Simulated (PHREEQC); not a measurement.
Reverse-osmosis permeate: speciation

Synthetic water in mmol/kgw, 25 °C, pH 6.71, pe 12.7:

| constituent | mmol/kgw |
|---|---|
| Na | 0.0255 |
| K | 0.0288 |
| Ca | 0.0412 |
| Mg | 0.00335 |
| Cl | 0.0167 |
| S(6) | 0.00582 |
| Alkalinity (meq/kgw) | 0.117 |
| Ba | 1.51e-05 |
| B | 5.14e-05 |
| Br | 2.29e-05 |
| Pb | 0.000133 |

Valence states are taken as typed.

Model: ion-association model, phreeqc.dat, run in PHREEQC.

This is a speciation only: nothing precipitates in the calculation.

Q: Estimate the charge-balance error.

A: charge-balance error -0.6 %.

Q: In which forms is C present?

A: HCO3- 70 %, CO2 30 % of the C.
